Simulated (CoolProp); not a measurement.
Vapour pressure (MPa) of octamethylcyclotetrasiloxane (D4): the reference equation beside estimates from Tc = 313.4 °C, pc = 1.347 MPa, ω = 0.598. Clausius-Clapeyron is anchored at 105.55 °C with a constant enthalpy of vaporisation of 46.48 kJ/mol.

The numbers come from the reference Helmholtz-energy equation of state, Thol 2015 in CoolProp.

```tsv
T (°C)	reference	Lee-Kesler	Clausius-Clapeyron	van der Waals	Redlich-Kwong
91.55	0.006105	0.006215	0.006206	0.1434	0.03976
94.35	0.006893	0.007003	0.006975	0.1497	0.04289
97.15	0.007763	0.007873	0.007825	0.1561	0.04620
99.95	0.008723	0.008831	0.008764	0.1627	0.04970
102.75	0.009779	0.009885	0.009799	0.1695	0.05340
105.55	0.01094	0.01104	0.01094	0.1765	0.05730
108.35	0.01221	0.01231	0.01219	0.1837	0.06140
111.15	0.01359	0.01369	0.01356	0.1911	0.06572
113.95	0.01511	0.01520	0.01507	0.1987	0.07025
116.75	0.01676	0.01684	0.01671	0.2065	0.07502
119.55	0.01855	0.01863	0.01851	0.2144	0.08002
122.35	0.02050	0.02056	0.02048	0.2226	0.08526
125.15	0.02261	0.02266	0.02261	0.2310	0.09074
127.95	0.02489	0.02493	0.02494	0.2396	0.09648
130.75	0.02735	0.02738	0.02747	0.2483	0.1025
```

Absolute difference from the reference over all 15 rows, mean and median: Lee-Kesler 0.8 and 0.7 %, Clausius-Clapeyron 0.4 and 0.2 %, van der Waals 1389.0 and 1306.2 %, Redlich-Kwong 394.5 and 383.6 %.
